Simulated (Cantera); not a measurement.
# Stirred combustor or abatement burner

A perfectly stirred reactor is fed with 5.94 % C₃H₈, 19.8 % O₂, 74.3 % N₂, at 4.00 bar; it is adiabatic with a 548 K inlet, and is followed from long to short residence time, starting on the burning branch (τ in s: 0.25, 0.093, 0.034, 0.012, 0.0045, 0.0017, 0.00061, 0.00022, 8.1e-05).

Cantera simulation using GRI-Mech 3.0 (53 species, 325 reactions); the numbers are that mechanism's predictions, not measurements. GRI-Mech 3.0 was tuned for natural gas; its chemistry of propane as a main component is partial and can be far from experiment.

```csv
τ (s),T (K),x C₃H₈,x O₂,x OH,x HO₂,x CH₃,x CH₂
0.25,2152,6.76e-8,1.62e-5,0.000197,5.38e-9,8.53e-6,1.21e-7
0.093,2151,1.73e-7,3.72e-5,0.000222,1.22e-8,1.93e-5,3.07e-7
0.034,2150,4.47e-7,8.70e-5,0.000256,2.99e-8,4.28e-5,7.75e-7
0.012,2148,1.18e-6,0.000209,0.000303,7.77e-8,9.26e-5,1.95e-6
0.0045,2145,2.88e-6,0.000462,0.000370,1.94e-7,0.000177,4.42e-6
0.0017,2138,6.86e-6,0.000982,0.000467,4.85e-7,0.000311,9.39e-6
0.00061,2123,1.71e-5,0.00213,0.000606,1.30e-6,0.000530,1.93e-5
0.00022,2090,4.45e-5,0.00475,0.000749,3.78e-6,0.000887,3.64e-5
8.1e-5,1999,0.000152,0.0127,0.000731,1.48e-5,0.00154,5.58e-5
```
x: mole fraction; the columns are a selection and need not sum to one.
